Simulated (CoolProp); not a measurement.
The numbers come from the reference Helmholtz-energy equation of state, McLinden 2015 in CoolProp.

**Question.** For the fluoroketone C6F12O (FK-5-1-12), give the phase and the speed of sound (m/s) at 226.85 °C and 42.6 kPa; 226.85 °C and 346 kPa.

**Answer.** 
- 226.85 °C and 42.6 kPa: gas; speed of sound 116
- 226.85 °C and 346 kPa: gas; speed of sound 112
